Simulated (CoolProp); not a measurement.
Vapour-liquid equilibrium of ethane (1) + hydrogen chloride (2) at 0.372 MPa; x and y are mole fractions of (1).

The numbers come from the multi-fluid Helmholtz-energy mixture model, Bücker 2006 and Thol 2018; pair parameters Bell 2016 in CoolProp.

Question: Give the bubble temperature and the first vapour's composition at x = 0.125, 0.35, 0.95. Is there an azeotrope?

Answer: x = 0.125: 208.2 K, y = 0.309; x = 0.35: 205.5 K, y = 0.460; x = 0.95: 210.4 K, y = 0.876. y crosses x between x = 0.5 and 0.575: the model has an azeotrope there.

Pair parameters are fitted to limited data, so mixtures are less certain than the pure fluids.
